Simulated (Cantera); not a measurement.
A closed system holds: 1 mol CuO, 0.66 mol C, 0.5 mol CO, equilibrated at 0.130 bar.

Equilibrium computed with Cantera from the NASA thermochemical tables; the gas is ideal and each condensed phase is pure. Candidate condensed phases: C, Cu, CuO, Cu₂O; 15 gas species. Rates play no part.

Task: Which condensed phases are stable at each of these points (T (K)): 1048, 1098, 1148, 1198, 1248, 1298, 1348, 1398, 1448, 1498, 1548, 1598, 1648?

Result: 
| T (K) | condensed phases | Cu condensed (%) |
|---|---|---|
| 1048 | Cu(s) | 100.0 |
| 1098 | Cu(s) | 100.0 |
| 1148 | Cu(s) | 100.0 |
| 1198 | Cu(s) | 100.0 |
| 1248 | Cu(s) | 100.0 |
| 1298 | Cu(s) | 100.0 |
| 1348 | Cu(s) | 100.0 |
| 1398 | Cu(l) | 100.0 |
| 1448 | Cu(l) | 100.0 |
| 1498 | Cu(l) | 100.0 |
| 1548 | Cu(l) | 100.0 |
| 1598 | Cu(l) | 100.0 |
| 1648 | Cu(l) | 99.9 |

From 1048 K to 1348 K the condensed part is Cu(s). From 1398 K to 1648 K the condensed part is Cu(l).
